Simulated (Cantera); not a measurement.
**Low-pressure radical oxidation in H2/O2**

An isothermal, constant-pressure homogeneous reactor starts with H2 : O2 : N2 = 0.12 : 1 : 0.15 (molar parts), at 1125 K and 0.00120 bar.

Computed with Cantera and the H2/O2 subset of GRI-Mech 3.0, which has no nitrogen chemistry. Radical loss at walls, strong at low pressure, is not modelled. The temperature is held fixed by assumption; the heat of reaction is taken as removed at once.

```json
[
 {"t (s)": "5.00e-5", "x H2": "0.0945", "x O2": "0.787", "x OH": "1.90e-12", "x H2O2": "<1e-12", "x O": "1.94e-12", "x H": "6.58e-11"},
 {"t (s)": "0.000149", "x H2": "0.0945", "x O2": "0.787", "x OH": "1.53e-11", "x H2O2": "<1e-12", "x O": "1.63e-11", "x H": "1.86e-10"},
 {"t (s)": "0.000442", "x H2": "0.0945", "x O2": "0.787", "x OH": "1.08e-10", "x H2O2": "<1e-12", "x O": "1.28e-10", "x H": "5.09e-10"},
 {"t (s)": "0.00131", "x H2": "0.0945", "x O2": "0.787", "x OH": "6.48e-10", "x H2O2": "<1e-12", "x O": "9.51e-10", "x H": "1.56e-9"},
 {"t (s)": "0.00390", "x H2": "0.0945", "x O2": "0.787", "x OH": "6.10e-9", "x H2O2": "3.53e-12", "x O": "1.06e-8", "x H": "1.11e-8"},
 {"t (s)": "0.0116", "x H2": "0.0945", "x O2": "0.787", "x OH": "9.70e-7", "x H2O2": "3.16e-11", "x O": "1.74e-6", "x H": "1.69e-6"},
 {"t (s)": "0.0345", "x H2": "0.0101", "x O2": "0.734", "x OH": "0.00632", "x H2O2": "2.62e-8", "x O": "0.0342", "x H": "0.0311"},
 {"t (s)": "0.102", "x H2": "0.00259", "x O2": "0.725", "x OH": "0.00416", "x H2O2": "1.15e-8", "x O": "0.0463", "x H": "0.0266"},
 {"t (s)": "0.305", "x H2": "0.00242", "x O2": "0.730", "x OH": "0.00403", "x H2O2": "1.20e-8", "x O": "0.0422", "x H": "0.0233"},
 {"t (s)": "0.905", "x H2": "0.00194", "x O2": "0.742", "x OH": "0.00364", "x H2O2": "1.35e-8", "x O": "0.0322", "x H": "0.0158"},
 {"t (s)": "2.69", "x H2": "0.000988", "x O2": "0.760", "x OH": "0.00262", "x H2O2": "1.59e-8", "x O": "0.0153", "x H": "0.00529"},
 {"t (s)": "8.00", "x H2": "0.000210", "x O2": "0.773", "x OH": "0.00122", "x H2O2": "1.53e-8", "x O": "0.00314", "x H": "0.000496"}
]
```
x: mole fraction; the columns are a selection and need not sum to one.

Equilibrium at this temperature and pressure: H2 7.88e-9, O2 0.777, OH 7.51e-6, H2O2 3.55e-11, O 1.18e-7, H 1.15e-10 (gas phase only).
